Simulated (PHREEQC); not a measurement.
# Acid mine or pickling water

Model water analysis in mg/L, 76 °C, pH 2.27, pe 10.3: Na 101; K 72.3; Ca 205; Mg 5.3; Cl 141; S(6) as SO4 1100; Mn(2) 0.693.

Valence states are taken as typed.

All values are PHREEQC results (ion-association model, phreeqc.dat), not measurements.

No solid was allowed to form.

**Question.** Predict the ionic strength, specific conductance.

**Answer.** ionic strength 0.0282 mol/kgw; specific conductance 8830 µS/cm.

**Question.** In which forms is S present?

**Answer.** HSO4- 46 %, SO4-2 40 %, CaSO4 9.9 %, CaHSO4+ 1.1 %, MgSO4 0.9 %, NaSO4- 0.6 % of the S.

Away from 25 °C the constants follow the database's enthalpies or fits; those with neither stay at their 25 °C values.
